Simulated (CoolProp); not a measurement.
The numbers come from the reference Helmholtz-energy equation of state, Lemmon 2006 in CoolProp. It is a short technical equation, of lower accuracy than the large ones.

Give the vapour pressure (MPa), liquid density (kg/m³), surface tension (mN/m), vapour viscosity (µPa s) of saturated toluene at 295.5, 330.4 K.


```tsv
T (K)	p (MPa)	liquid density (kg/m³)	surface tension (mN/m)	vapour viscosity (µPa s)
295.5	0.00331	865	28.2	6.92
330.4	0.0166	832	24.0	7.67
```

Viscosity comes from a separate model (Avgeri 2015). Surface tension comes from a separate correlation (Mulero 2012).
